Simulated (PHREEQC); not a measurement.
Solution (25 °C): 0.0071 mol/kgw ZnSO4. Closed to the air; pH follows from the charge balance.

The numbers come from PHREEQC with the ion-association model, phreeqc.dat.

The pH is 5.79. The ionic strength comes out as 0.0202 mol/kgw. The specific conductance is 1110 µS/cm.

```csv
species,molality,activity,log γ
Zn+2,0.00504,0.00294,-0.235
SO4-2,0.00496,0.00288,-0.236
ZnSO4,0.00198,0.00198,0.002
Zn(SO4)2-2,8.11e-5,4.65e-5,-0.241
ZnOH+,2.30e-6,2.00e-6,-0.060
H+,1.81e-6,1.61e-6,-0.051
HSO4-,5.19e-7,4.52e-7,-0.060
Zn(OH)2,1.42e-8,1.42e-8,0.002
OH-,7.25e-9,6.28e-9,-0.062
```

Precipitation was switched off in this run.
